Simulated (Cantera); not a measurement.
Catalytic stagnation flow on Pt

A jet of 2.82 % CH₄, 14.6 % O₂, 82.5 % N₂, equivalence ratio 0.39 at 300 K and 0.227 atm hits a platinum plate 4.8 cm away at a mass flux of 0.074 kg/m²/s; the plate temperature is set and raised in steps from an oxygen-covered start.

Computed with Cantera and Deutschmann's 1995 Pt surface mechanism with GRI-Mech 3.0 gas chemistry. Catalytic surfaces can have several steady states; this one follows from the mechanism file's or the stated starting coverage.

```json
[
 {"plate T (K)": "900", "wall x CH₄": "0.0176", "wall x O₂": "0.124", "wall x H₂O": "0.0199", "wall x OH": "2.21e-8", "wall x CO": "5.81e-6", "wall x CO₂": "0.0131", "θ free Pt": "0.152", "θ O*": "0.847", "θ OH*": "0.00161"},
 {"plate T (K)": "950", "wall x CH₄": "0.0124", "wall x O₂": "0.113", "wall x H₂O": "0.0294", "wall x OH": "6.78e-8", "wall x CO": "5.67e-6", "wall x CO₂": "0.0194", "θ free Pt": "0.212", "θ O*": "0.786", "θ OH*": "0.00182"},
 {"plate T (K)": "1000", "wall x CH₄": "0.00861", "wall x O₂": "0.105", "wall x H₂O": "0.0364", "wall x OH": "1.87e-7", "wall x CO": "5.28e-6", "wall x CO₂": "0.0240", "θ free Pt": "0.276", "θ O*": "0.722", "θ OH*": "0.00184"},
 {"plate T (K)": "1050", "wall x CH₄": "0.00612", "wall x O₂": "0.0993", "wall x H₂O": "0.0409", "wall x OH": "4.50e-7", "wall x CO": "4.96e-6", "wall x CO₂": "0.0270", "θ free Pt": "0.342", "θ O*": "0.656", "θ OH*": "0.00175"},
 {"plate T (K)": "1100", "wall x CH₄": "0.00452", "wall x O₂": "0.0960", "wall x H₂O": "0.0437", "wall x OH": "9.81e-7", "wall x CO": "4.77e-6", "wall x CO₂": "0.0289", "θ free Pt": "0.407", "θ O*": "0.592", "θ OH*": "0.00161"},
 {"plate T (K)": "1150", "wall x CH₄": "0.00347", "wall x O₂": "0.0940", "wall x H₂O": "0.0454", "wall x OH": "1.97e-6", "wall x CO": "4.74e-6", "wall x CO₂": "0.0300", "θ free Pt": "0.469", "θ O*": "0.529", "θ OH*": "0.00145"},
 {"plate T (K)": "1200", "wall x CH₄": "0.00243", "wall x O₂": "0.0924", "wall x H₂O": "0.0469", "wall x OH": "3.80e-6", "wall x CO": "6.81e-6", "wall x CO₂": "0.0306", "θ free Pt": "0.530", "θ O*": "0.469", "θ OH*": "0.00129"}
]
```
x: mole fraction at the wall; θ: surface coverage.
